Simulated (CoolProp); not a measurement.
Vapour-liquid equilibrium of n-hexane (1) + o-xylene (2) at 17.95 °C; x and y are mole fractions of (1).

The numbers come from the multi-fluid Helmholtz-energy mixture model, Thol 2019 and Zhou 2012; pair parameters Bell 2016 in CoolProp.

```tsv
x	bubble pressure (bar)	y at the bubble point	dew pressure at overall composition x (bar)	liquid density (mol/L)
0.05	(withheld)	(withheld)	0.006146	(withheld)
0.2	0.04047	0.883	0.007256	8.197
0.35	0.06289	0.937	0.008857	8.109
0.5	0.08312	0.962	0.01136	8.017
0.65	(withheld)	0.977	0.01584	7.920
0.8	0.1208	0.988	0.02611	7.818
0.95	0.1403	0.997	0.07226	7.709
```

Task: Fill in the missing entries.

Result: 
- 0.05, bubble pressure (bar): 0.01508
- 0.05, y at the bubble point: 0.631
- 0.05, liquid density (mol/L): 8.280
- 0.65, bubble pressure (bar): 0.1021

No azeotrope shows between x = 0.05 and 0.95.

The pair parameters rest on a limited set of measurements; away from them the model extrapolates.
